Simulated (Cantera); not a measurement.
Input: 1 mol Si, 4.7 mol Cl₂, a varied amount of N₂, at 773 K and 100000 Pa.

Cantera equilibrium calculation (NASA polynomials, part measured and part estimated; ideal gas, pure solids and liquids). Candidate condensed phases: Si, Si₃N₄; 13 gas species. Equilibrium is a limit: real reactors are often held back by kinetics, nucleation or transport.

x: gas mole fraction; nothing condenses.

```json
[
 {"n(N₂) (mol)": "5.1", "x N₂": "0.580", "x Cl₂": "0.307", "x SiCl₄": "0.114", "x Cl": "2.71e-6"},
 {"n(N₂) (mol)": "13", "x N₂": "0.778", "x Cl₂": "0.162", "x SiCl₄": "0.0599", "x Cl": "1.97e-6"},
 {"n(N₂) (mol)": "21", "x N₂": "0.850", "x Cl₂": "0.109", "x SiCl₄": "0.0405", "x Cl": "1.62e-6"},
 {"n(N₂) (mol)": "29", "x N₂": "0.887", "x Cl₂": "(withheld)", "x SiCl₄": "(withheld)", "x Cl": "(withheld)"},
 {"n(N₂) (mol)": "37", "x N₂": "0.909", "x Cl₂": "(withheld)", "x SiCl₄": "(withheld)", "x Cl": "(withheld)"},
 {"n(N₂) (mol)": "45", "x N₂": "0.924", "x Cl₂": "0.0554", "x SiCl₄": "0.0205", "x Cl": "1.15e-6"},
 {"n(N₂) (mol)": "54", "x N₂": "0.936", "x Cl₂": "0.0468", "x SiCl₄": "0.0173", "x Cl": "1.06e-6"},
 {"n(N₂) (mol)": "62", "x N₂": "0.944", "x Cl₂": "0.0411", "x SiCl₄": "0.0152", "x Cl": "9.91e-7"}
]
```

Q: Some entries are withheld; supply them.

A: 
- 29, x Cl₂: 0.0826
- 29, x SiCl₄: 0.0306
- 29, x Cl: 1.40e-6
- 37, x Cl₂: 0.0663
- 37, x SiCl₄: 0.0246
- 37, x Cl: 1.26e-6
